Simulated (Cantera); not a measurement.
Charge: 1 mol Si2Cl6, 1.3 mol HCl, 38 mol H2, at 75.0 Torr.

These are equilibrium values from Cantera (NASA tables, ideal gas, pure condensed phases), not measurements of a reactor. Candidate condensed phases: Si; 19 gas species. The feed counts by its element totals alone. Kinetics and transport are ignored.

Over these rows the condensed part is Si(s). Partial pressures as log10 of bar:

```
T (K)  1000/T (1/K)  log p SiCl4  log p H2  log p HCl  log p SiHCl3
-----  ------------  -----------  --------  ---------  ------------
800          1.2500        -2.48     -1.02      -3.72         -2.82
950          1.0526        -2.50     -1.03      -3.00         -2.86
1100         0.9091            ?     -1.03      -2.50         -2.96
1250         0.8000        -2.89     -1.05      -2.18         -3.20
1400         0.7143        -3.57     -1.06      -2.05         -3.74
1550         0.6452        -4.48     -1.06      -2.02         -4.43
```

**Question.** Fit log p(SiCl4) = a + b·(1000/T) to the five rows, give the apparent enthalpy, and predict the row at 1100 K.

**Answer.** Means: 1000/T = 0.8924, log p = -3.184. Sxy = 0.723279, Sxx = 0.2549070, so b = 2.84 and a = -3.184 − (2.84)×0.8924 = -5.72.
Apparent enthalpy: −19.145 × (2.84) = -54 kJ/mol. With the condensed phases at unit activity, Si(s) + 4 HCl(g) = SiCl4(g) + 2 H2(g) links this pressure to the main gases: over the six rows their terms move log p by +6.88 in all, so the slope isn't that reaction's ΔH° alone. The five rows lie within 0.59 of the line; that is curvature, so one enthalpy describes this range poorly.
Prediction at 1100 K: -5.72 + (2.84)×0.9091 = -3.14. The computed value is -2.59, 0.55 from the line.
